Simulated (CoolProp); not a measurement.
Saturated liquid density (kg/m³) of R124: the reference equation beside estimates from Tc = 395.4 K, pc = 36.24 bar, ω = 0.288. Rackett uses Z = 0.29056 − 0.08775 ω.

The numbers come from the reference Helmholtz-energy equation of state, de Vries 1995 in CoolProp.

```tsv
T (K)	reference	Rackett	van der Waals	Redlich-Kwong	Soave-Redlich-Kwong
198.8	1647	1682	984.9	1462	1499
207.2	1625	?	972.9	?	1482
215.5	1603	1636	960.8	?	1464
223.9	1580	1613	948.3	1401	1445
232.2	1557	1589	935.4	1379	1426
240.6	?	1565	922.0	1356	1405
248.9	1510	1541	908.4	1332	1384
257.3	1485	1515	894.1	1307	1361
265.6	1460	1489	879.4	1282	1337
274	1434	1462	864.0	1254	1312
282.4	1408	1434	848.0	1226	1285
290.7	1381	1406	831.5	1196	1257
```

Problem. Some entries are withheld; supply them.

Solution. 
- 207.2, Rackett: 1659
- 207.2, Redlich-Kwong: 1442
- 215.5, Redlich-Kwong: 1422
- 240.6, reference: 1533

Absolute difference from the reference over all 12 rows, mean and median: Rackett 2.0 and 2.1 %, van der Waals 39.9 and 39.8 %, Redlich-Kwong 11.9 and 11.7 %, Soave-Redlich-Kwong 8.6 and 8.5 %.
